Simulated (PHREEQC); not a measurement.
A column of 0.1 m (30 cells, dispersivity 0.0035 m, 60 s a shift, diffusion coefficient 3e-10 m²/s) holds 0.0099 eq of the database's cation exchanger X per kg of pore water, first in equilibrium with 0.033 mol/kgw LiCl, 0.021 mol/kgw NH4Cl and 1e-05 mol/kgw HCl. It is flushed with 6.7 mmol/kgw LiCl, 23 mmol/kgw NaCl and 0.01 mmol/kgw HCl, at 25 °C. Values are for the last cell. CO2 from the air is kept out. No solid was allowed to form.

Base run: PHREEQC, ion-association model, phreeqc.dat. Each further column changes one thing. The table gives Na in solution (mol/kgw).

```json
[
 {"pore volumes": "0", "base": "0", "exchange capacity from 0.0099 to 0.005 eq/kgw": "0", "dispersivity from 0.0035 to 0.007 m": "0"},
 {"pore volumes": "0.4167", "base": "2.63e-6", "exchange capacity from 0.0099 to 0.005 eq/kgw": "4.86e-6", "dispersivity from 0.0035 to 0.007 m": "0.000112"},
 {"pore volumes": "0.8167", "base": "0.00307", "exchange capacity from 0.0099 to 0.005 eq/kgw": "0.00422", "dispersivity from 0.0035 to 0.007 m": "0.00514"},
 {"pore volumes": "1.117", "base": "0.00983", "exchange capacity from 0.0099 to 0.005 eq/kgw": "0.0124", "dispersivity from 0.0035 to 0.007 m": "0.0109"},
 {"pore volumes": "1.517", "base": "0.0165", "exchange capacity from 0.0099 to 0.005 eq/kgw": "0.0189", "dispersivity from 0.0035 to 0.007 m": "0.0162"},
 {"pore volumes": "1.917", "base": "0.0198", "exchange capacity from 0.0099 to 0.005 eq/kgw": "0.0215", "dispersivity from 0.0035 to 0.007 m": "0.0192"},
 {"pore volumes": "2.217", "base": "0.0211", "exchange capacity from 0.0099 to 0.005 eq/kgw": "0.0223", "dispersivity from 0.0035 to 0.007 m": "0.0205"},
 {"pore volumes": "2.617", "base": "0.0220", "exchange capacity from 0.0099 to 0.005 eq/kgw": "0.0228", "dispersivity from 0.0035 to 0.007 m": "0.0216"},
 {"pore volumes": "3.017", "base": "0.0225", "exchange capacity from 0.0099 to 0.005 eq/kgw": "0.0229", "dispersivity from 0.0035 to 0.007 m": "0.0221"}
]
```
